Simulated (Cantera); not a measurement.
A closed system holds: 1 mol SiHCl3, 1.3 mol C2H2, 190 mol H2, held at 2073.15 K and 338 Torr.

Equilibrium computed with Cantera from the NASA thermochemical tables; the gas is ideal and each condensed phase is pure. Candidate condensed phases: C, C6H6, C7H8, C8H18, Si, SiC; 109 gas species. Gases not in the tables: Si2H6 and higher silanes. Rates play no part.

Base state: H2 0.979, HCl 0.0154, H 0.00388, C2H2 (acetylene) 0.00120, CH4 0.000152, Cl 4.50e-5, SiCl2 3.78e-5, Si 1.58e-5 (mole fractions); condensed: C(graphite) + SiC(s).

### Question
What changes in the equilibrium state with this change: H2 from 190 to 3 mol?

### Answer
| species | before | after |
|---|---|---|
| H2 | 0.979 | 0.567 |
| HCl | 0.0154 | 0.384 |
| SiCl2 | 3.78e-5 | 0.0408 |
| SiCl4 | <1e-9 | 0.000159 |
| SiCl3 | 7.06e-8 | 0.00250 |
| C(graphite), mol | 1.12 | 1.87 |
| SiC(s), mol | 0.985 | 0.724 |
The tables' values for SiCl3, SiCl are old estimates; treat these amounts as uncertain.

### Question
What changes in the equilibrium state with this change: pressure from 338 Torr to 10.0 Torr?

### Answer
| species | before | after |
|---|---|---|
| H2 | 0.979 | 0.961 |
| H | 0.00388 | 0.0223 |
| HCl | 0.0154 | 0.0150 |
| Si | 1.58e-5 | 0.000533 |
| CH4 | 0.000152 | 4.33e-6 |
| Si2C | 5.83e-7 | 1.97e-5 |
| SiC2 | 9.08e-7 | 3.06e-5 |
| CH3 | 1.18e-5 | 1.97e-6 |
| C(graphite), mol | 1.12 | 1.26 |
| SiC(s), mol | 0.985 | 0.862 |
The tables' values for SiCl are old estimates; treat these amounts as uncertain.

### Question
What changes in the equilibrium state with this change: temperature from 2073.15 K to 1798 K?

### Answer
| species | before | after |
|---|---|---|
| H2 | 0.979 | 0.983 |
| HCl | 0.0154 | 0.0155 |
| H | 0.00388 | 0.000520 |
| C2H2 (acetylene) | 0.00120 | 0.000170 |
| SiCl2 | 3.78e-5 | 1.80e-5 |
| Si | 1.58e-5 | 1.64e-7 |
| SiH2 | 1.11e-5 | 6.93e-7 |
| Cl | 4.50e-5 | 6.27e-6 |
| CH3 | 1.18e-5 | 3.61e-6 |
| CH4 | 0.000152 | 0.000337 |
| C(graphite), mol | 1.12 | 1.47 |
| SiC(s), mol | 0.985 | 0.996 |
